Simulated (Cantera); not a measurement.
A jet of H2 : O2 : N2 = 0.015 : 0.05 : 0.79 (molar parts), equivalence ratio 0.15 at 300 K and 90.0 Torr hits a platinum plate 3.3 cm away at a mass flux of 0.087 kg/m²/s; the plate temperature is set and raised in steps from an oxygen-covered start.

Detailed kinetics in Cantera: Deutschmann's 1995 Pt surface mechanism with GRI-Mech 3.0 gas chemistry. Catalytic surfaces can have several steady states; this one follows from the mechanism file's or the stated starting coverage.

One state of this run: wall x H2 = 0.000402; wall x O2 = 0.0405; wall x H2O = 0.0319; wall x OH = 2.03e-7; θ free Pt = 0.375; θ O* = 0.624; θ OH* = 0.00135. x: mole fraction at the wall; θ: surface coverage.

### Question
Which value of plate T (K) does it belong to?
A) 750
B) 1000
C) 850
D) 900

### Answer
B, 1000
